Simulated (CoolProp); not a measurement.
Vapour-liquid equilibrium of isohexane (1) + benzene (2) at 459.5 K; x and y are mole fractions of (1).

The numbers come from the multi-fluid Helmholtz-energy mixture model, Lemmon 2006 and Thol 2012; pair parameters Bell 2016 in CoolProp.

```csv
x,"bubble pressure, mixture model (bar)","bubble pressure, Raoult's law (bar)","y, mixture model","y, Raoult's law"
0.05,12.04,11.74,0.084,0.072
0.125,?,12.16,0.190,0.175
0.2,?,12.57,0.278,0.270
0.275,13.98,12.98,0.356,0.360
0.35,14.46,13.40,0.428,0.444
0.425,14.89,13.81,?,0.523
0.5,15.27,14.23,0.560,0.597
0.575,15.61,14.64,0.624,0.667
0.65,15.91,15.06,0.688,0.733
0.725,?,15.47,0.753,0.796
0.8,16.44,15.88,0.819,0.856
0.875,16.66,16.30,0.886,0.912
0.95,?,16.71,0.954,0.966
```

Problem. Fill in the missing entries.

Solution. 
- 0.125, bubble pressure, mixture model (bar): 12.79
- 0.2, bubble pressure, mixture model (bar): 13.43
- 0.425, y, mixture model: 0.495
- 0.725, bubble pressure, mixture model (bar): 16.19
- 0.95, bubble pressure, mixture model (bar): 16.86

The largest gap from Raoult's law is +7.9 % in bubble pressure, at x = 0.35. No azeotrope shows between x = 0.05 and 0.95.

The pair parameters rest on a limited set of measurements; away from them the model extrapolates.
